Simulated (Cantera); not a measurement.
What does this Cantera script print?

```python
import numpy as np
import cantera as ct

gas_names = """
    H HO2 H2 H2O H2O2 O OH O2 O3 Pb PbO Pb2
""".split()
cond_names = """
    H2O(s) H2O(L) Pb(cr) Pb(L) PbO(rd) PbO(yw) PbO(L) PbO2(s) Pb3O4(s)
""".split()


# ... load() reads the species with a 1 bar reference pressure and builds the phases ...
atoms = {
    'PbO': {'Pb': 1, 'O': 1},
    'H2': {'H': 2},
}
top_T = {'Pb3O4(s)': 820}  # K; cautious upper limits of use, not melting points


# ... equilibrate(T, P, feed) seeds the gas with the atoms and calls Mixture.equilibrate('TP', solver="vcs", rtol=1e-11, max_steps=5000) ...
results = []
T = 1123.15  # K
P = 180000  # Pa
for m in [0.2, 0.26, 0.34, 0.44, 0.57, 0.74, 0.97, 1.3, 1.6, 2.1, 2.7]:
    feed = {'PbO': 1, 'H2': m}  # mol
    mix = equilibrate(T, P, feed)
    results.append((T, P, feed, dict(zip(mix.species_names, mix.species_moles))))

top = {s: max(r[3][s] / sum(r[3][g] for g in gas_names) for r in results) for s in gas_names}
cols = sorted((s for s in top if top[s] > 0.0001), key=lambda s: -top[s])[:9]
seen = [c for c in cond_names if any(r[3].get(c, 0) > 1e-12 for r in results)]
print("log10 of partial pressures in bar; condensed amounts in mol")
print(f"{'n(H2)':>10s}" + "".join(f"{s[:9]:>10s}" for s in cols + seen))
for T, P, feed, n in results:
    ng = sum(n[g] for g in gas_names)
    print(f"{feed['H2']:10.4g}" + "".join(f"{np.log10(max(n[s] / ng * P / 1e5, 1e-99)):10.3f}" for s in cols)
          + "".join(f"{n.get(c, 0):10.4g}" for c in seen))
```

Output:

```
log10 of partial pressures in bar; condensed amounts in mol
     n(H2)       H2O        H2        Pb     Pb(L)   PbO(yw)
       0.2     0.255    -3.399    -3.737    0.1999       0.8
      0.26     0.255    -3.399    -3.737    0.2599    0.7401
      0.34     0.255    -3.399    -3.737    0.3399    0.6601
      0.44     0.255    -3.399    -3.737    0.4399    0.5601
      0.57     0.255    -3.399    -3.737    0.5698    0.4301
      0.74     0.255    -3.399    -3.737    0.7398    0.2602
      0.97     0.255    -3.399    -3.737    0.9697   0.03021
       1.3     0.141    -0.382    -3.737    0.9999         0
       1.6     0.051    -0.171    -3.737    0.9998         0
       2.1    -0.067    -0.026    -3.737    0.9998         0
       2.7    -0.176     0.054    -3.737    0.9997         0
```

These are equilibrium values from Cantera (NASA tables, ideal gas, pure condensed phases), not measurements of a reactor. Mutual solubility and eutectic melting of coexisting phases are not modelled.
